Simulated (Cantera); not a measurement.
A closed system holds: 1 mol SiH₂Cl₂, 0.39 mol N₂O, 200 mol N₂, at 0.180 bar.

Cantera equilibrium calculation (NASA polynomials, part measured and part estimated; ideal gas, pure solids and liquids). Candidate condensed phases: H₂O, NH₄Cl, Si, SiO₂, Si₂N₂O, Si₃N₄; 47 gas species. The numbers say what is thermodynamically allowed, not how fast it happens. All values below are at 973 K.

Base state: N₂ 0.991, HCl 0.00770, H₂ 0.00110, SiCl₄ 0.000551 (mole fractions); condensed: Si₂N₂O(s) + Si₃N₄(s).

What changes in the equilibrium state with this change: N₂ from 200 to 1.7 mol?


| species | before | after |
|---|---|---|
| N₂ | 0.991 | 0.489 |
| HCl | 0.00770 | 0.322 |
| H₂ | 0.00110 | 0.126 |
| SiCl₄ | 0.000551 | 0.0631 |
| SiHCl₃ | 4.44e-7 | 0.000139 |
| SiCl₃ | 3.84e-7 | 1.12e-5 |
| Si₂N₂O(s), mol | 0.390 | 0.390 |
| Si₃N₄(s), mol | 0.0362 | 0 |
The tables' values for SiCl₃ are old estimates; treat these amounts as uncertain.
